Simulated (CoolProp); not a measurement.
Vapour-liquid equilibrium of CHF3 (R23) (1) + R143a (2) at 253 K; x and y are mole fractions of (1).

Model: multi-fluid Helmholtz-energy mixture model, Penoncello 2003 and Lemmon and Jacobsen 2000; pair parameters Bell 2016, in CoolProp.

```
x      bubble pressure, mixture model (MPa)  bubble pressure, Raoult's law (MPa)  y, mixture model  y, Raoult's law
-----  ------------------------------------  -----------------------------------  ----------------  ---------------
0.05                                 0.3548                               0.3674             0.148            0.189
0.125                                0.4225                               0.4480             0.328            0.387
0.2                                  0.4963                               0.5286             0.468            0.525
0.275                                0.5745                               0.6093             0.575            0.627
0.35                                 0.6556                               0.6899             0.660            0.705
0.425                                0.7383                               0.7706             0.727            0.766
0.5                                  0.8217                               0.8512             0.781            0.816
0.575                                0.9051                               0.9318             0.826            0.857
0.65                                 0.9884                                1.012             0.864            0.892
0.725                                 1.072                                1.093             0.898            0.921
0.8                                   1.155                                1.174             0.928            0.947
0.875                                 1.241                                1.254             0.955            0.969
0.95                                  1.328                                1.335             0.982            0.988
```

The largest gap from Raoult's law is -6.1 % in bubble pressure, at x = 0.2. No azeotrope shows between x = 0.05 and 0.95.

The pair parameters rest on a limited set of measurements; away from them the model extrapolates.
